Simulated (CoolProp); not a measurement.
Vapour pressure (bar) of m-xylene: the reference equation beside estimates from Tc = 616.9 K, pc = 35.35 bar, ω = 0.326. Clausius-Clapeyron is anchored at 335.8 K with a constant enthalpy of vaporisation of 40.59 kJ/mol.

Computed with CoolProp (reference Helmholtz-energy equation of state, Zhou 2012).

```csv
T (K),reference,Lee-Kesler,Clausius-Clapeyron,van der Waals,Redlich-Kwong,Soave-Redlich-Kwong
283.6,0.004572,0.004072,0.005102,0.5438,0.02300,0.004223
296.6,0.01021,0.009201,0.01085,0.7498,0.04560,0.009509
309.7,___,0.01932,0.02177,1.010,0.08443,0.01989
322.7,0.04072,0.03766,0.04108,___,0.1462,0.03860
335.8,0.07412,0.06943,0.07412,1.709,0.2408,0.07084
348.9,0.1279,0.1213,0.1279,2.164,0.3784,0.1232
361.9,0.2099,0.2013,0.2115,2.693,0.5692,0.2037
375,0.3319,0.3217,0.3388,3.310,___,0.3242
388,0.5044,0.4935,0.5241,4.010,1.168,0.4958
401.1,0.7447,0.7345,0.7905,4.809,1.605,0.7361
414.2,1.068,1.061,1.162,5.709,2.152,1.061
```

**Question.** Some entries are withheld; supply them.

**Answer.** 
- 309.7, reference: 0.02116
- 322.7, van der Waals: 1.326
- 375, Redlich-Kwong: 0.8291

Absolute difference from the reference over all 11 rows, mean and median: Lee-Kesler 5.4 and 5.2 %, Clausius-Clapeyron 3.9 and 2.9 %, van der Waals 3129.2 and 1591.9 %, Redlich-Kwong 218.0 and 195.9 %, Soave-Redlich-Kwong 3.9 and 3.7 %.
